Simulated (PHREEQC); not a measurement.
A solution holds 1 mmol/kgw CaSO4, 0.046 mmol/kgw CO2 and 0.71 mmol/kgw H4SiO4, at 25 °C. Closed to the air; pH follows from the charge balance.

Computed with PHREEQC (ion-association model, wateq4f.dat).

Problem. The ionic strength comes out as 0.00362 mol/kgw. What activity coefficients do HCO3-, H+, SO4-2, Ca+2 get?

Solution. HCO3- 0.94, H+ 0.94, SO4-2 0.77, Ca+2 0.77.

Precipitation was switched off in this run. The solution is supersaturated, for example in Quartz (slow to form), Chalcedony (slow to form), so a real one may precipitate; this is no full list.
